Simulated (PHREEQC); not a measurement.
A column of 0.2 m (40 cells, dispersivity 0.007 m, 300 s a shift, diffusion coefficient 3e-10 m²/s) holds 0.025 eq of the database's cation exchanger X per kg of pore water, first in equilibrium with 0.0037 mol/kgw MnCl2 and 1e-05 mol/kgw HCl. It is flushed with 0.013 mol SrCl2, 7.5e-05 mol PbCl2 and 1e-05 mol HCl per kg of water, at 40 °C. Values are for the last cell. No CO2 enters from the air. Nothing may precipitate in this run.

The series has 33 steps of pore volumes, from 0 to 4.013.

All values are PHREEQC results (ion-association model, phreeqc.dat), not measurements.

Question: After how many pore volumes does Sr at the outlet first reach half of its feed value?

Answer: By 2.0 pore volumes.

Question: After how many pore volumes does Pb at the outlet first reach half of its feed value?

Answer: By 1.8 pore volumes.

At this temperature some constants are extrapolated from 25 °C, and those without enthalpy data are left unchanged.
